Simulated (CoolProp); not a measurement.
The numbers come from the reference Helmholtz-energy equation of state, Beckmüller 2019 in CoolProp.

Question: Give the vapour pressure (kPa), liquid cp (kJ/(kg K)), vapour Z of saturated n-octane at 305.3 K.

Answer: 
```
T (K)  p (kPa)  liquid cp (kJ/(kg K))  vapour Z
-----  -------  ---------------------  --------
305.3     2.77                   2.25     0.996
```
